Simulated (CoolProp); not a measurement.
R1234ze(E) along the isobar 1.4 MPa: Z from the reference equation and from simpler models built on Tc = 382.5 K, pc = 3.635 MPa, ω = 0.313; each cubic takes its own stable root.

The numbers come from the reference Helmholtz-energy equation of state, Thol 2016 in CoolProp.

```csv
T (K),phase,reference
253.4,liquid,0.05833
270.1,liquid,0.05674
286.7,liquid,0.05563
303.4,liquid,0.05502
320.1,liquid,0.05506
353.4,gas,0.7885
370,gas,0.8278
386.7,gas,0.8570
403.3,gas,0.8795
420,gas,0.8975
```

### Question
How far does each simpler model (Redlich-Kwong, Soave-Redlich-Kwong, Peng-Robinson) lie from the reference over these 10 states: mean and median of the absolute difference, and the worst?

### Answer
- Redlich-Kwong: mean 9.4 %, median 9.0 %, worst +21.6 % at 320.1 K and 1.4 MPa
- Soave-Redlich-Kwong: mean 6.2 %, median 5.8 %, worst +14.0 % at 320.1 K and 1.4 MPa
- Peng-Robinson: mean 1.3 %, median 1.0 %, worst -2.3 % at 253.4 K and 1.4 MPa
